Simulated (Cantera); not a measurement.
A Cantera script and what it prints.

```python
import numpy as np
import cantera as ct

gas_names = [...]  # 109 gases of nasa_gas.yaml made of C, Cl, H, Si
cond_names = """
    C(gr) C6H6(L) C7H8(L) C8H18(L),n-octa Si(cr) Si(L) SiC(b)
""".split()


# ... load() reads the species with a 1 bar reference pressure and builds the phases ...
atoms = {
    'SiHCl3': {'Si': 1, 'H': 1, 'CL': 3},
    'HCl': {'H': 1, 'CL': 1},
    'H2': {'H': 2},
    'C2H4': {'C': 2, 'H': 4},
}
top_T = {'C(gr)': 4500, 'SiC(b)': 3050}  # K; cautious upper limits of use, not melting points


# ... equilibrate(T, P, feed) seeds the gas with the atoms and calls Mixture.equilibrate('TP', solver="vcs", rtol=1e-11, max_steps=5000) ...
results = []
feed = {'SiHCl3': 1, 'HCl': 0.051, 'H2': 12, 'C2H4': 0.4}  # mol
T = 1300  # K
for P in [100, 320, 1000, 3200, 10000, 32000, 100000]:
    mix = equilibrate(T, P, feed)
    results.append((T, P, feed, dict(zip(mix.species_names, mix.species_moles))))

top = {s: max(r[3][s] / sum(r[3][g] for g in gas_names) for r in results) for s in gas_names}
cols = sorted((s for s in top if top[s] > 0.001), key=lambda s: -top[s])[:9]
seen = [c for c in cond_names if any(r[3].get(c, 0) > 1e-12 for r in results)]
print("log10 of partial pressures in bar; condensed amounts in mol")
print(f"{'P/Pa':>10s}" + "".join(f"{s[:9]:>10s}" for s in cols + seen))
for T, P, feed, n in results:
    ng = sum(n[g] for g in gas_names)
    print(f"{P:10.4g}" + "".join(f"{np.log10(max(n[s] / ng * P / 1e5, 1e-99)):10.3f}" for s in cols)
          + "".join(f"{n.get(c, 0):10.4g}" for c in seen))
```

It prints:

```
log10 of partial pressures in bar; condensed amounts in mol
      P/Pa        H2       HCL     SiCL2     SiCL4    SiHCL3     SiCL3       CH4    SiC(b)
       100    -3.092    -3.752    -4.913    -6.461    -7.143    -6.074    -9.890       0.8
       320    -2.586    -3.251    -4.455    -5.507    -6.183    -5.368    -8.840       0.8
      1000    -2.089    -2.764    -4.056    -4.631    -5.297    -4.730    -7.769       0.8
      3200    -1.582    -2.271    -3.733    -3.831    -4.482    -4.169    -6.598    0.7999
     1e+04    -1.084    -1.789    -3.521    -3.151    -3.788    -3.723    -5.348    0.7993
   3.2e+04    -0.577    -1.295    -3.389    -2.538    -3.161    -3.350    -3.986    0.7953
     1e+05    -0.080    -0.821    -3.250    -1.948    -2.549    -2.986    -2.680    0.7695
```

Equilibrium computed with Cantera from the NASA thermochemical tables; the gas is ideal and each condensed phase is pure. The tables' values for SiCl3 are old estimates; treat these amounts as uncertain.
